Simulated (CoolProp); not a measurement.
Acetone along the isobar 54.7 bar: fugacity coefficient from the reference equation and from simpler models built on Tc = 508.1 K, pc = 46.92 bar, ω = 0.307; each cubic takes its own stable root.

The numbers come from the reference Helmholtz-energy equation of state, Lemmon 2006 in CoolProp. It is a short technical equation, of lower accuracy than the large ones.

```
T (K)          phase  reference
-----  -------------  ---------
356.4         liquid    0.04592
375.8         liquid    0.07457
395.1         liquid     0.1135
414.5         liquid     0.1642
433.8         liquid     0.2263
453.2         liquid     0.3002
472.6         liquid     0.3842
491.9         liquid     0.4752
511.3  supercritical     0.5693
530.6  supercritical     0.6410
550    supercritical     0.6870
```

**Question.** How far does each simpler model (van der Waals, Redlich-Kwong, Peng-Robinson) lie from the reference over these 11 states: mean and median of the absolute difference, and the worst?

**Answer.** 
- van der Waals: mean 90.7 %, median 52.5 %, worst +313.1 % at 356.4 K and 54.7 bar
- Redlich-Kwong: mean 31.4 %, median 24.6 %, worst +83.5 % at 356.4 K and 54.7 bar
- Peng-Robinson: mean 4.2 %, median 4.7 %, worst +5.7 % at 433.8 K and 54.7 bar
